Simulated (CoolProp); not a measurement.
Vapour-liquid equilibrium of propylene (1) + R115 (2) at 302.5 K; x and y are mole fractions of (1).

Model: multi-fluid Helmholtz-energy mixture model, Lemmon 2013 and Lemmon 2016; pair parameters Bell 2016, in CoolProp.

Problem. Give the bubble pressure and the first vapour's composition at x = 0.2, 0.5, 0.875. Is there an azeotrope?

Solution. x = 0.2: 1.204 MPa, y = 0.286; x = 0.5: 1.373 MPa, y = 0.555; x = 0.875: 1.369 MPa, y = 0.845. y crosses x between x = 0.65 and 0.725: the model has an azeotrope there.

The pair parameters rest on a limited set of measurements; away from them the model extrapolates.
